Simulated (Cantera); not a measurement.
Charge: 1 mol BaF2, 0.39 mol H2O, 1.2 mol H2, 1.1 mol O2, equilibrated at 0.000870 bar.

Equilibrium computed with Cantera from the NASA thermochemical tables; the gas is ideal and each condensed phase is pure. Candidate condensed phases: Ba, BaF2, BaO, Ba(OH)2, H2O; 27 gas species. Mutual solubility and eutectic melting of coexisting phases are not modelled. Rates play no part.

Q: Which condensed phases are stable at each of these points (T (K)): 1223, 1273, 1323, 1373, 1423, 1473, 1523, 1573, 1623, 1673, 1723, 1773, 1823, 1873?

A: 
```tsv
T (K)	condensed phases	Ba condensed (%)
1223	BaF2(s) + BaO(s)	100.0
1273	BaF2(s) + BaO(s)	99.9
1323	BaF2(s) + BaO(s)	99.8
1373	BaF2(s) + BaO(s)	99.4
1423	BaF2(s) + BaO(s)	98.3
1473	BaF2(s) + BaO(s)	95.3
1523	BaF2(s) + BaO(s)	87.4
1573	BaF2(s) + BaO(s)	66.6
1623	BaO(s)	12.2
1673	BaO(s)	11.7
1723	BaO(s)	11.1
1773	BaO(s)	10.5
1823	BaO(s)	9.8
1873	BaO(s)	8.8
```

From 1223 K to 1573 K the condensed part is BaF2(s) + BaO(s). From 1623 K to 1873 K the condensed part is BaO(s).
